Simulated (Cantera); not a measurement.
A closed system holds: 1 mol SiHCl3, 36 mol N2, equilibrated at 280 Pa.

These are equilibrium values from Cantera (NASA tables, ideal gas, pure condensed phases), not measurements of a reactor. Candidate condensed phases: NH4Cl, Si, Si3N4; 28 gas species. N2 is the only nitrogen source here; it is nearly inert below about 1500 K, so the nitride shown seldom forms there in practice. The tables' values for SiCl3, SiCl are old estimates; treat these amounts as uncertain. Equilibrium is a limit: real reactors are often held back by kinetics, nucleation or transport.

x: gas mole fraction; n: condensed amount in mol.

```csv
T (K),x N2,x SiCl2,x HCl,x SiCl4,x SiCl3,x Cl,x H2,n Si3N4(s)
750,0.961,3.78e-11,0.0232,0.0144,5.43e-8,3.44e-12,0.00188,0.155
900,0.960,7.38e-8,0.0243,0.0141,4.67e-6,1.45e-9,0.00130,0.159
1050,0.960,___,0.0249,0.0139,0.000111,___,___,0.160
1200,0.959,0.000850,0.0252,0.0126,0.00111,2.79e-6,0.000849,0.153
1350,0.954,___,0.0245,___,0.00352,___,___,___
1500,0.949,0.0240,0.0233,0.000479,0.00190,0.000161,0.00150,0
1650,0.947,0.0252,0.0241,9.13e-5,0.00102,0.000995,0.00107,0
1800,0.946,0.0258,0.0229,1.02e-5,0.000403,0.00304,0.00153,0
```

Question: Fill in the missing entries.

Answer: 
- 1050, x SiCl2: 1.60e-5
- 1050, x Cl: 1.10e-7
- 1050, x H2: 0.001000
- 1350, x SiCl2: 0.0121
- 1350, x SiCl4: 0.00512
- 1350, x Cl: 2.82e-5
- 1350, x H2: 0.00106
- 1350, n Si3N4(s): 0.0732
